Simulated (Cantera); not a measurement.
What does this Cantera script print?

```python
import numpy as np
import cantera as ct

gas_names = [...]  # 113 gases of nasa_gas.yaml made of C, Cu, H, O
cond_names = """
    C(gr) C6H6(L) C7H8(L) C8H18(L),n-octa Cu(cr) Cu(L) CuO(s) CuO2H2(s) Cu2O(s) Cu2O(L) H2O(s) H2O(L)
""".split()


# ... load() reads the species with a 1 bar reference pressure and builds the phases ...
atoms = {
    'CuO': {'Cu': 1, 'O': 1},
    'CH4': {'C': 1, 'H': 4},
    'CO': {'C': 1, 'O': 1},
}
top_T = {'C(gr)': 4500, 'CuO(s)': 1390}  # K; cautious upper limits of use, not melting points


# ... equilibrate(T, P, feed) seeds the gas with the atoms and calls Mixture.equilibrate('TP', solver="vcs", rtol=1e-11, max_steps=5000) ...
results = []
feed = {'CuO': 1, 'CH4': 1.9, 'CO': 0.31}  # mol
T = 2373  # K
P = 133.322  # Pa
mix = equilibrate(T, P, feed)
results.append((T, P, feed, dict(zip(mix.species_names, mix.species_moles))))
print(gas.report(threshold=1e-06))
for i in range(1, mix.n_phases):
    print(f"{mix.phase(i).name:16s} {mix.phase_moles(i):12.5e} mol")
```

Output:

```
       temperature   2373 K
          pressure   133.32 Pa
           density   0.000105 kg/m^3
  mean mol. weight   15.539 kg/kmol
   phase of matter   gas

                          1 kg             1 kmol
                     ---------------   ---------------
          enthalpy        9.0374e+06        1.4043e+08  J
   internal energy        7.7677e+06         1.207e+08  J
           entropy             17195         2.672e+05  J/K
    Gibbs function       -3.1767e+07       -4.9363e+08  J
 heat capacity c_p            1952.7             30343  J/K
 heat capacity c_v            1417.6             22029  J/K

                      mass frac. Y      mole frac. X     chem. pot. / RT
                     ---------------   ---------------   ---------------
                 C        1.5324e-05        1.9824e-05            -3.143
                CO           0.33862           0.18785           -42.194
                C2         6.445e-06         4.169e-06           -6.2859
               C2H        0.00013245        8.2227e-05           -20.051
    C2H2,acetylene         0.0043147         0.0025749           -33.816
   C2H2,vinylidene        2.1363e-06        1.2749e-06           -33.816
                C3        0.00010742        4.6325e-05           -9.4289
              C4H2         2.097e-05        6.5091e-06           -40.102
                Cu           0.58639           0.14339           -14.463
               Cu2        3.3543e-05        4.1011e-06           -28.926
                 H          0.016053           0.24746           -13.765
                H2          0.054303           0.41856            -27.53
     [ +101 minor]        2.2083e-06        2.0232e-06

C(gr)             8.61558e-01 mol
Cu(L)             0.00000e+00 mol
Cu2O(L)           0.00000e+00 mol
```

Equilibrium computed with Cantera from the NASA thermochemical tables; the gas is ideal and each condensed phase is pure.
